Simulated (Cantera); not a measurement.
A closed system holds: 1 mol ZrN, 0.048 mol H2, held at 1225 °C and 13300 Pa.

Cantera equilibrium calculation (NASA polynomials, part measured and part estimated; ideal gas, pure solids and liquids). Candidate condensed phases: Zr, ZrN; 11 gas species. ZrN: taken at fixed stoichiometry. The numbers say what is thermodynamically allowed, not how fast it happens.

Base state: H2 1.000, H 4.71e-5 (mole fractions); condensed: ZrN(s).

What changes in the equilibrium state with this change: temperature from 1225 °C to 1650 °C?


```csv
species,before,after
H2,1.000,0.997
H,4.71e-5,0.00258
"ZrN(s), mol",1.00,1.00
```
